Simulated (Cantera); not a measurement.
## Carbothermic reduction: TiO2 + C + H2

A closed system holds: 1 mol TiO2, 1.7 mol C, a varied amount of H2, equilibrated at 10000 Pa.

Cantera equilibrium calculation (NASA polynomials, part measured and part estimated; ideal gas, pure solids and liquids). Candidate condensed phases: C, C6H6, C7H8, C8H18, H2O, Ti, TiC, TiO, TiO2, Ti2O3, Ti3O5, Ti4O7; 113 gas species. Mutual solubility and eutectic melting of coexisting phases are not modelled. TiC, TiO: taken at fixed stoichiometry. Condensed phases not in the tables: Magnéli phases beyond Ti4O7, solid solutions among these carbides, nitrides and lower oxides. Kinetics and transport are ignored.

Stable condensed phases:

```
T in K \ n(H2) in mol
         0.94  1.3  1.7  2.3  3.2  4.3  5.8  7.9   11   14   20
   2623     A    A    A    A    A    A    A    A    A    A    B
   2423     A    A    A    A    A    A    A    A    A    A    A
   2223     A    A    A    A    A    A    A    A    A    A    A
   2023     C    A    A    A    A    A    A    A    A    A    A
   1823     C    C    C    C    C    C    C    C    C    C    C
   1623     C    C    C    C    C    C    C    C    C    C    C
   1423     D    D    C    C    C    C    C    C    C    C    C
   1223     E    E    E    F    G    G    G    G    G    H    H
   1023     I    I    I    I    I    I    I    I    I    I    I
```

A: TiC + TiO; B: TiO; C: TiC + Ti2O3; D: TiC + Ti3O5; E: C + Ti4O7; F: C + Ti3O5 + Ti4O7; G: C + Ti3O5; H: C + TiC + Ti3O5; I: C + TiO2 + Ti4O7.
